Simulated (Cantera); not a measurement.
An adiabatic, constant-pressure homogeneous reactor starts with H2 : O2 : N2 = 1 : 0.602 : 2.27 (molar parts), at 1600 K and 5.00 bar.

Cantera simulation using the H2/O2 subset of GRI-Mech 3.0, which has no nitrogen chemistry; the numbers are that mechanism's predictions, not measurements. The hydrogen kinetics of GRI-Mech 3.0 are dated; newer H2 mechanisms differ, most at raised pressure.

One state of this run: T (K) = 2640; x H2 = 0.0389; x O2 = 0.0375; x O = 0.0168; x H = 0.0279; x H2O2 = 9.96e-7; x HO2 = 2.54e-5. x: mole fraction; the columns are a selection and need not sum to one.

Question: Which value of t (s) does it belong to?
A) 5.02e-6
B) 7.96e-5
C) 0.00126
D) 0.0200

Answer: A, 5.02e-6
